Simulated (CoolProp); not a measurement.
Properties of acetone along the isobar 101 kPa.

Values from CoolProp's reference Helmholtz-energy equation of state, Lemmon 2006. It is a short technical equation, of lower accuracy than the large ones.

```csv
T (°C),phase,cv (kJ/(kg K)),speed of sound (m/s),Joule-Thomson coefficient (K/MPa),isothermal compressibility (1/MPa),expansivity (1/kK),fugacity coefficient
73.35,gas,1.366,228.0,61.51,10.33,3.472,0.9616
88.95,gas,1.389,233.9,48.96,10.25,3.189,0.9685
104.55,gas,1.420,239.4,39.66,10.18,2.968,0.9738
120.25,gas,1.455,244.7,32.63,10.13,2.788,0.9779
135.85,gas,1.493,249.7,27.29,10.10,2.639,0.9811
151.45,gas,1.533,254.6,23.14,10.07,2.511,0.9836
167.15,gas,1.573,259.3,19.86,10.05,2.398,0.9857
182.75,gas,1.614,263.9,17.25,10.03,2.298,0.9875
198.35,gas,1.654,268.4,15.14,10.01,2.209,0.9889
214.05,gas,1.695,272.8,13.40,10.00,2.127,0.9902
229.65,gas,1.735,277.1,11.96,9.990,2.052,0.9912
245.25,gas,1.774,281.4,10.76,9.981,1.984,0.9921
260.95,gas,1.813,285.5,9.727,9.973,1.920,0.9929
```
